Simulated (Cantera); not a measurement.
Input (Python, Cantera):

```python
import numpy as np
import cantera as ct

gas = ct.Solution("gri30.yaml")
gas.TPX = 950, 1800, {'H2': 0.012, 'O2': 0.54}
reactor = ct.IdealGasConstPressureReactor(gas, energy="off", clone=False)
net = ct.ReactorNet([reactor])
net.rtol, net.atol = 1e-08, 1e-18
show = ['H2', 'O2', 'H', 'H2O', 'OH', 'O', 'H2O2']
times = np.geomspace(0.0004, 2, 13)

steps = ct.SolutionArray(gas, extra=["t"])
rows = []
print(f"{'t/s':>10s}{'T/K':>9s}{'P/Pa':>11s}" + "".join(f"{s:>11s}" for s in show))
for t in times:
    while net.time < t:
        t_next = net.step()
        steps.append(gas.state, t=t_next)
    rows.append([np.interp(t, steps.t, y) for y in (steps.T, steps.P, *steps(*show).X.T)])
    print(f"{t:10.3e}{rows[-1][0]:9.1f}{rows[-1][1]:11.4g}" + "".join(f"{x:11.3e}" for x in rows[-1][2:]))
rate = np.gradient(steps.T, steps.t)
print("integrator steps:", len(steps.t))
if steps.T.max() > steps.T[0] + 200:
    print(f"time of steepest temperature rise: {steps.t[rate.argmax()]:.4e} s")
gas.TPX = 950, 1800, {'H2': 0.012, 'O2': 0.54}
gas.equilibrate("TP")
print(f"equilibrium (TP): T = {gas.T:.1f} K  " + "  ".join(f"{s} {gas[s].X[0]:.3e}" for s in show))
```

Output:

```
       t/s      T/K       P/Pa         H2         O2          H        H2O         OH          O       H2O2
 4.000e-04    950.0       1800  2.174e-02  9.783e-01  1.614e-11  1.243e-11  1.434e-11  2.194e-11  8.511e-16
 8.134e-04    950.0       1800  2.174e-02  9.783e-01  4.072e-11  7.640e-11  4.595e-11  8.615e-11  3.583e-15
 1.654e-03    950.0       1800  2.174e-02  9.783e-01  1.999e-10  6.436e-10  2.503e-10  5.310e-10  1.574e-14
 3.364e-03    950.0       1800  2.174e-02  9.783e-01  4.291e-09  1.661e-08  5.502e-09  1.202e-08  1.039e-13
 6.840e-03    950.0       1800  2.173e-02  9.783e-01  2.097e-06  8.239e-06  2.688e-06  5.880e-06  2.815e-11
 1.391e-02    950.0       1800  3.881e-03  9.692e-01  3.637e-03  1.542e-02  1.351e-03  6.539e-03  2.758e-07
 2.828e-02    950.0       1800  2.288e-04  9.743e-01  5.147e-04  2.124e-02  4.007e-04  3.310e-03  8.399e-08
 5.752e-02    950.0       1800  4.868e-05  9.768e-01  7.106e-05  2.179e-02  1.731e-04  1.066e-03  5.365e-08
 1.170e-01    950.0       1800  1.263e-05  9.777e-01  1.016e-05  2.191e-02  8.679e-05  3.047e-04  4.290e-08
 2.378e-01    950.0       1800  3.271e-06  9.779e-01  1.395e-06  2.195e-02  4.453e-05  8.155e-05  3.276e-08
 4.837e-01    950.0       1800  8.214e-07  9.780e-01  1.942e-07  2.196e-02  2.324e-05  2.177e-05  2.227e-08
 9.835e-01    950.0       1800  2.027e-07  9.780e-01  2.946e-08  2.197e-02  1.250e-05  6.142e-06  1.347e-08
 2.000e+00    950.0       1800  5.086e-08  9.780e-01  5.140e-09  2.197e-02  7.019e-06  1.909e-06  7.458e-09
integrator steps: 1309
equilibrium (TP): T = 950.0 K  H2 3.038e-12  O2 9.780e-01  H 7.275e-15  H2O 2.198e-02  OH 7.754e-08  O 2.358e-10  H2O2 4.188e-12
```

Computed with Cantera and GRI-Mech 3.0 (53 species, 325 reactions). Radical loss at walls, strong at low pressure, is not modelled.
